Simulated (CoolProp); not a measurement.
A single-stage vapour-compression cycle with n-perfluoropentane: evaporating at 286.15 K (dew point), condensing at 356.15 K (bubble point), superheat 2 K, subcooling 8 K, compressor efficiency 0.75, no pressure losses. Each further row changes one setting.

Computed with CoolProp (reference Helmholtz-energy equation of state, Gao 2022).

```
case                              cooling COP  pressure ratio  discharge temperature (K)  refrigerating effect (kJ/kg)  volumetric capacity (kJ/m³)
--------------------------------  -----------  --------------  -------------------------  ----------------------------  ---------------------------
as stated                                1.42            9.61                      356.1                          29.4                          196
evaporating temperature 291.15 K         1.74             [?]                      356.1                          33.2                          [?]
condensing temperature 351.15 K           [?]            8.46                      351.1                          35.2                          234
subcooling 13 K                          1.70            9.61                      356.1                          35.2                          234
superheat 12 K                           1.63            9.61                      356.1                           [?]                          [?]
compressor efficiency 0.65                [?]            9.61                      356.1                          29.4                          196
```

**Question.** Complete the blanks.

**Answer.** 
- evaporating temperature 291.15 K, pressure ratio: 7.83
- evaporating temperature 291.15 K, volumetric capacity (kJ/m³): 268
- condensing temperature 351.15 K, cooling COP: 1.76
- superheat 12 K, refrigerating effect (kJ/kg): 37.5
- superheat 12 K, volumetric capacity (kJ/m³): 240
- compressor efficiency 0.65, cooling COP: 1.23

The compression ends wet for: as stated; evaporating temperature 291.15 K; condensing temperature 351.15 K; subcooling 13 K; superheat 12 K; compressor efficiency 0.65.
